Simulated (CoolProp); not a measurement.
Model: reference Helmholtz-energy equation of state, Thol 2012, in CoolProp.

Problem. Give the vapour pressure (MPa), liquid density (kg/m³), liquid cp (kJ/(kg K)), surface tension (mN/m) of saturated benzene at 449, 483.2, 491.7 K.

Solution. 
```json
[
 {"T (K)": "449", "p (MPa)": "0.954", "liquid density (kg/m³)": "694", "liquid cp (kJ/(kg K))": "2.29", "surface tension (mN/m)": "9.81"},
 {"T (K)": "483.2", "p (MPa)": "1.68", "liquid density (kg/m³)": "641", "liquid cp (kJ/(kg K))": "2.50", "surface tension (mN/m)": "6.25"},
 {"T (K)": "491.7", "p (MPa)": "1.92", "liquid density (kg/m³)": "626", "liquid cp (kJ/(kg K))": "2.56", "surface tension (mN/m)": "5.42"}
]
```

Surface tension comes from a separate correlation (Mulero 2012).
